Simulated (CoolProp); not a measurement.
n-pentane along the isotherm 620 K: fugacity coefficient from the reference equation and from simpler models built on Tc = 469.7 K, pc = 3.368 MPa, ω = 0.251; each cubic takes its own stable root.

Values from CoolProp's reference Helmholtz-energy equation of state, Thol 2019.

```tsv
p (MPa)	phase	reference
0.421	gas	0.9842
0.842	gas	0.9686
1.26	gas	0.9534
1.68	gas	0.9384
2.1	gas	0.9236
2.53	gas	0.9088
2.95	gas	0.8945
3.37	supercritical	0.8805
3.79	supercritical	0.8668
4.21	supercritical	0.8533
4.63	supercritical	0.8401
5.05	supercritical	0.8272
```

Question: How far does each simpler model (van der Waals, Soave-Redlich-Kwong) lie from the reference over these 12 states: mean and median of the absolute difference, and the worst?

Answer: 
- van der Waals: mean 2.2 %, median 2.1 %, worst -4.6 % at 620 K and 5.05 MPa
- Soave-Redlich-Kwong: mean 0.7 %, median 0.7 %, worst +1.4 % at 620 K and 5.05 MPa
